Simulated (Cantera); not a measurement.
Mixture: CH4 : O2 : N2 = 1 : 2.2 : 8.26 (molar parts), equivalence ratio 0.91, at 480000 Pa, adiabatic and at constant pressure. Ignition delay is the time to a rise of 400 K.

Cantera simulation using GRI-Mech 3.0 (53 species, 325 reactions); the numbers are that mechanism's predictions, not measurements.

Question: Predict: delay at 1150 K; delay at 1225 K; delay at 1300 K; delay at 1375 K; delay at 1450 K; delay at 1525 K; delay at 1600 K; apparent activation energy between 1450 and 1600 K.

Answer: 
```
Item                                                    Result
--------------------------------------------------  ----------
delay at 1150 K                                        19.3 ms
delay at 1225 K                                        7.21 ms
delay at 1300 K                                        2.88 ms
delay at 1375 K                                        1.23 ms
delay at 1450 K                                       0.552 ms
delay at 1525 K                                       0.262 ms
delay at 1600 K                                       0.132 ms
apparent activation energy between 1450 and 1600 K  180 kJ/mol
```
